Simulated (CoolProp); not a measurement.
Saturation properties of carbonyl sulfide.

Model: reference Helmholtz-energy equation of state, Lemmon 2006, in CoolProp. It is a short technical equation, of lower accuracy than the large ones.

| T (K) | p (MPa) | liquid density (kg/m³) | enthalpy of vaporisation (kJ/kg) | vapour Z |
|---|---|---|---|---|
| 269.3 | 0.5790 | 1068 | 273.7 | 0.9046 |
| 272.7 | 0.6416 | 1059 | 270.7 | 0.8976 |
| 276.1 | 0.7092 | 1051 | 267.6 | 0.8903 |
| 279.4 | 0.7797 | 1042 | 264.5 | 0.8829 |
| 282.8 | 0.8575 | 1033 | 261.2 | 0.8749 |
| 286.2 | 0.9409 | 1024 | 257.8 | 0.8667 |
| 289.6 | 1.030 | 1015 | 254.3 | 0.8581 |
| 292.9 | 1.122 | 1005 | 250.8 | 0.8494 |
| 296.3 | 1.224 | 995.7 | 247.2 | 0.8400 |
| 299.7 | 1.331 | 985.8 | 243.3 | 0.8304 |

It boils at 223.0 K under 1 atm.
